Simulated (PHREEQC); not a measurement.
Reverse-osmosis permeate (model solution)

A made-up water analysis in mg/L, 25 °C, pH 5.94, pe -1.8: Na 8.95; K 3.34; Ca 0.571; Mg 0.467; Cl 3.74; S(6) as SO4 12.7; Alkalinity as HCO3 9.61; Zn 0.0111; Mn(2) 0.014.

Valence states are taken as typed.

The numbers come from PHREEQC with the ion-association model, wateq4f.dat.

```yaml
ionic_strength: 0.000699 mol/kgw
charge_balance_error: 1.4 %
```

```csv
species,molality,activity,log γ
CO2,0.000397,0.000397,0.000
Na+,0.000389,0.000378,-0.013
HCO3-,0.000159,0.000154,-0.013
SO4-2,0.000131,0.000116,-0.052
Cl-,0.000106,0.000102,-0.013
K+,8.54e-5,8.28e-5,-0.013
Mg+2,1.87e-5,1.66e-5,-0.051
Ca+2,1.39e-5,1.24e-5,-0.052
H+,1.18e-6,1.15e-6,-0.013
MgSO4,4.54e-7,4.54e-7,0.000
```

No solid was allowed to form. Complexes and solids missing from the database can't appear.
